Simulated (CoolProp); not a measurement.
Aqueous methanol as a coolant, 32 % by mass, freezing at -28.1 °C, 1 atm.

The numbers come from the Melinder's fits for secondary coolants in CoolProp.

| T (°C) | Prandtl number | conductivity (W/(m K)) | viscosity (mPa s) | density (kg/m³) |
|---|---|---|---|---|
| -1 | 35.8 | 0.408 | 3.82 | 957.9 |
| 3.6 | 29.9 | 0.411 | [?] | 956.0 |
| 8.1 | 25.3 | 0.414 | [?] | [?] |
| 12.7 | 21.5 | 0.417 | [?] | 951.8 |
| 17.3 | 18.5 | 0.420 | 1.97 | 949.6 |
| 21.8 | 16.0 | 0.424 | 1.71 | 947.3 |
| 26.4 | 14.0 | 0.427 | 1.50 | 944.9 |
| 31 | 12.2 | 0.430 | 1.32 | [?] |

Task: Some entries are withheld; supply them.

Result: 
- 3.6, viscosity (mPa s): 3.18
- 8.1, viscosity (mPa s): 2.69
- 8.1, density (kg/m³): 954.0
- 12.7, viscosity (mPa s): 2.29
- 31, density (kg/m³): 942.4
